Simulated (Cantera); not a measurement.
What does this Cantera script print?

```python
import numpy as np
import cantera as ct

gas_names = """
    C CN CO CO2 C2 CCN CNC C2N2 C2O C3 C3O2 C4 C4N2 C5 Ca CaO Ca2 N NCO NO NO2 NO3 N2 N2O O O2 O3
""".split()
cond_names = """
    C(gr) Ca(a) Ca(b) Ca(L) CaCO3(caL) CaO(s) CaO(L)
""".split()


# ... load() reads the species with a 1 bar reference pressure and builds the phases ...
atoms = {
    'CaCO3': {'Ca': 1, 'C': 1, 'O': 3},
    'O2': {'O': 2},
    'N2': {'N': 2},
}
top_T = {'C(gr)': 4500}  # K; cautious upper limits of use, not melting points


# ... equilibrate(T, P, feed) seeds the gas with the atoms and calls Mixture.equilibrate('TP', solver="vcs", rtol=1e-11, max_steps=5000) ...
results = []
feed = {'CaCO3': 1, 'O2': 5.5, 'N2': 3.2}  # mol
T = 1473  # K
P = 10000  # Pa
mix = equilibrate(T, P, feed)
results.append((T, P, feed, dict(zip(mix.species_names, mix.species_moles))))
x = sorted(zip(gas.X, gas.species_names), reverse=True)
print(f"T = {T:g} K  P = {P:g} Pa  gas = {mix.phase_moles(0):.4g} mol")
print("   x: " + "  ".join(f"{s} {v:.3e}" for v, s in x if v > 1e-06))
print("   condensed (mol): " + ("  ".join(f"{mix.phase(i).name} {mix.phase_moles(i):.4g}"
      for i in range(1, mix.n_phases) if mix.phase_moles(i) > 1e-12) or "none"))
```

Result:

```
T = 1473 K  P = 10000 Pa  gas = 9.7 mol
   x: O2 5.664e-01  N2 3.293e-01  CO2 1.031e-01  NO 1.136e-03  O 6.642e-06  NO2 3.448e-06  CO 1.404e-06
   condensed (mol): CaO(s) 1
```

Cantera equilibrium calculation (NASA polynomials, part measured and part estimated; ideal gas, pure solids and liquids).
